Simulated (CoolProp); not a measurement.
Properties of R141b along the isobar 5060 kPa.

The numbers come from the reference Helmholtz-energy equation of state, Lemmon 2006 in CoolProp. It is a short technical equation, of lower accuracy than the large ones.

| T (°C) | phase | Joule-Thomson coefficient (K/MPa) | isothermal compressibility (1/MPa) | conductivity (mW/(m K)) |
|---|---|---|---|---|
| 76.55 | liquid | -0.2588 | 0.002770 | 79.6 |
| 86.25 | liquid | -0.2228 | 0.003129 | 77.3 |
| 96.05 | liquid | -0.1810 | 0.003562 | 75.0 |
| 105.75 | liquid | -0.1329 | 0.004083 | 72.9 |
| 115.45 | liquid | -0.07633 | 0.004725 | 70.8 |
| 125.15 | liquid | -0.008847 | 0.005530 | 68.7 |
| 134.95 | liquid | 0.07406 | 0.006575 | 66.8 |
| 144.65 | liquid | 0.1761 | 0.007942 | 64.9 |
| 154.35 | liquid | 0.3063 | 0.009811 | 63.1 |
| 164.05 | liquid | 0.4788 | 0.01250 | 61.4 |
| 173.85 | liquid | 0.7218 | 0.01667 | 59.8 |
| 183.55 | liquid | 1.083 | 0.02372 | 58.2 |

Thermal conductivity comes from a separate model (Huber 2003), an estimate that may be off by 10 % or more.
